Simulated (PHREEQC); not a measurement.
Make-up at 30 °C: 0.19 mol NaH2PO4 and 0.23 mol HF per kg of water. Closed to the air; pH follows from the charge balance.

Computed with PHREEQC (ion-association model, wateq4f.dat).

### Question
The ionic strength comes out as 0.192 mol/kgw. What activity coefficients do H+, H2PO4-, HPO4-2, HF2-, Na+ get?

### Answer
H+ 0.80, H2PO4- 0.75, HPO4-2 0.30, HF2- 0.71, Na+ 0.74.

Precipitation was switched off in this run. wateq4f.dat counts part of the HF as a dimer, H2F2, which phreeqc.dat doesn't know; its constant is uncertain. H3PO4, which wateq4f.dat lacks, is added to it with the constant of phreeqc.dat.
